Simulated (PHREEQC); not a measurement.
**Leach liquor**

Solution (25 °C): 0.0048 mol H2SO4, 7.2e-05 mol FeSO4 and 0.19 mol NiSO4 per kg of water. Closed to the air; pH follows from the charge balance.

The numbers come from PHREEQC with the ion-association model, wateq4f.dat.

Each row changes one thing in this solution. This is a speciation only: nothing precipitates in the calculation.

```csv
case,pH,ionic strength (mol/kgw),SO4-2 (mol/kgw),HSO4- (mol/kgw),Fe+2 (mol/kgw),FeSO4 (mol/kgw),SI of Melanterite (FeSO4:7H2O)
as made,2.64,0.369,0.0897,0.00667,3.70e-5,3.43e-5,-4.48
H2SO4 left out,?,0.365,0.0908,3.20e-6,3.70e-5,3.50e-5,-4.47
NiSO4 left out,2.14,0.0113,0.00321,0.00164,5.72e-5,?,-4.89
temperature from 25 to 75 °C,3.04,0.352,0.0848,0.00839,2.80e-5,4.34e-5,-5.16
NiSO4 from 0.19 to 0.171 mol/kgw,2.63,0.340,0.0825,0.00656,3.73e-5,3.39e-5,-4.49
temperature from 25 to 40 °C,2.74,0.361,?,?,3.36e-5,3.76e-5,-4.72
diluted 2-fold with water,2.83,0.208,0.0509,0.00293,1.98e-5,1.60e-5,-4.82
```

**Question.** Fill in the missing entries.

**Answer.** 
- H2SO4 left out, pH: 5.97
- NiSO4 left out, FeSO4 (mol/kgw): 1.41e-5
- temperature from 25 to 40 °C, SO4-2 (mol/kgw): 0.0874
- temperature from 25 to 40 °C, HSO4- (mol/kgw): 0.00724

Away from 25 °C the constants follow the database's enthalpies or fits; those with neither stay at their 25 °C values.
